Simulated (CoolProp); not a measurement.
Ammonia at 451.64 K and 0.684 MPa is throttled through a valve to 0.389 MPa with no heat exchange. Each further row changes one setting.

Model: reference Helmholtz-energy equation of state, Gao 2020, in CoolProp.

| case | temperature change (K) | final density (kg/m³) |
|---|---|---|
| as stated | (withheld) | (withheld) |
| outlet pressure 0.117 MPa | (withheld) | 0.537 |
| outlet pressure 0.506 MPa | -1.3 | (withheld) |

Complete the blanks.


- as stated, temperature change (K): -2.2
- as stated, final density (kg/m³): 1.79
- outlet pressure 0.117 MPa, temperature change (K): -4.3
- outlet pressure 0.506 MPa, final density (kg/m³): 2.33
